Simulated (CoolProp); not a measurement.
Aqueous methanol as a coolant, 58 % by mass, freezing at -69.1 °C, 1 atm.

Values from CoolProp's Melinder's fits for secondary coolants.

```csv
T (°C),Prandtl number,density (kg/m³),conductivity (W/(m K)),cp (kJ/(kg K))
-29.8,(withheld),933.6,(withheld),2.896
-23.8,71.4,929.5,0.310,2.976
-17.8,56.3,925.4,0.311,3.052
-11.8,45.2,(withheld),0.312,3.124
-5.8,36.9,917.2,0.312,3.192
0.2,30.5,913.0,0.313,3.254
6.2,25.6,(withheld),0.314,3.311
12.2,21.7,904.5,0.315,(withheld)
18.2,18.5,900.2,0.316,3.405
24.2,15.9,895.9,0.317,3.442
30.2,13.7,891.6,0.318,3.471
```

Task: Complete the blanks.

Result: 
- -29.8, Prandtl number: 92.4
- -29.8, conductivity (W/(m K)): 0.309
- -11.8, density (kg/m³): 921.3
- 6.2, density (kg/m³): 908.7
- 12.2, cp (kJ/(kg K)): 3.362
